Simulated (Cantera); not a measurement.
An adiabatic, constant-pressure homogeneous reactor starts with H₂ : O₂ : N₂ : NO = 1 : 0.25 : 0.94 : 0.0057 (molar parts), at 1400 K and 21000 Pa.

Detailed kinetics in Cantera: GRI-Mech 3.0 (53 species, 325 reactions).

### Question
Predict: time of steepest temperature rise; temperature at 3.00 s; equilibrium temperature; x(H₂) at 3.00 s; x(O₂) at 3.00 s; x(NO) at 3.00 s; x(OH) at 3.00 s; x(N₂O) at 3.00 s; x(H) at 3.00 s; x(HO₂) at 3.00 s.

### Answer
```
Quantity                                                              Result
---------------------------------  -----------------------------------------
time of steepest temperature rise                                    95.2 µs
temperature at 3.00 s                                                 2639 K
equilibrium temperature                                               2639 K
x(H₂) at 3.00 s                          0.232 (gas-phase equilibrium 0.232)
x(O₂) at 3.00 s                    0.000634 (gas-phase equilibrium 0.000634)
x(NO) at 3.00 s                      0.00123 (gas-phase equilibrium 0.00123)
x(OH) at 3.00 s                        0.0116 (gas-phase equilibrium 0.0116)
x(N₂O) at 3.00 s                     2.43e-8 (gas-phase equilibrium 2.43e-8)
x(H) at 3.00 s                         0.0476 (gas-phase equilibrium 0.0476)
x(HO₂) at 3.00 s                     2.70e-7 (gas-phase equilibrium 2.70e-7)
```
